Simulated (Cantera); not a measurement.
Zr + O2 + H2 (tantalum, niobium, vanadium and zirconium in process gases)

Charge: 1 mol Zr, 1.6 mol O2, 7 mol H2, at 1550 °C.

Method: chemical equilibrium by Gibbs-energy minimisation in Cantera with the NASA 1993 tables (ideal gas, pure condensed phases). Candidate condensed phases: H2O, Zr, ZrO2; 12 gas species. Kinetics and transport are ignored.

From 0.000750 Torr to 7500 Torr the condensed part is ZrO2(tetragonal).

| P (Pa) | log p H2 | log p H | log p H2O | log p OH | n ZrO2(tetragonal) |
|---|---|---|---|---|---|
| 0.100 | -6.27 | -6.50 | -6.87 | -8.26 | 1.000 |
| 0.600 | -5.38 | -6.05 | -6.03 | -7.86 | 1.00 |
| 3.60 | -4.56 | -5.64 | -5.23 | -7.47 | 1.00 |
| 22 | -3.75 | -5.24 | -4.43 | -7.07 | 1.00 |
| 130 | -2.97 | -4.85 | -3.65 | -6.69 | 1.00 |
| 770 | -2.20 | -4.46 | -2.88 | -6.30 | 1.00 |
| 4600 | -1.42 | -4.07 | -2.10 | -5.91 | 1.00 |
| 28000 | -0.63 | -3.68 | -1.32 | -5.52 | 1.00 |
| 170000 | 0.15 | -3.29 | -0.54 | -5.13 | 1.00 |
| 1000000 | 0.92 | -2.90 | 0.23 | -4.75 | 1.00 |
log p: log10 of the partial pressure in bar; n: condensed amount in mol.
